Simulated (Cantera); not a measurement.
**Reactions in the system Cl-H**

Cantera with NASA thermochemical tables; ideal gases at 1 bar, condensed phases pure. Values are per mole of reaction as written; species without (g) are pure solids or liquids, kept so even where they would boil at 1 bar.

HCl(g) = H(g) + Cl(g)

| T (K) | ΔH° (kJ) | ΔS° (J/K) | ΔG° (kJ) | log10 K |
|---|---|---|---|---|
| 300 | 431.6 | 93.1 | 403.7 | -70.29 |
| 1598 | 446.7 | 113.9 | 264.6 | -8.65 |
| 1648 | 447.1 | 114.2 | 258.9 | -8.21 |
| 1698 | 447.5 | 114.4 | 253.2 | -7.79 |
| 1748 | 447.8 | 114.6 | 247.5 | -7.39 |
| 1798 | 448.2 | 114.8 | 241.7 | -7.02 |
| 1848 | 448.5 | 115.0 | 236.0 | -6.67 |
| 1898 | 448.9 | 115.2 | 230.2 | -6.34 |
| 1948 | 449.2 | 115.4 | 224.5 | -6.02 |
| 1998 | 449.6 | 115.5 | 218.7 | -5.72 |
| 2048 | 449.9 | 115.7 | 212.9 | -5.43 |
| 2098 | 450.2 | 115.9 | 207.1 | -5.16 |
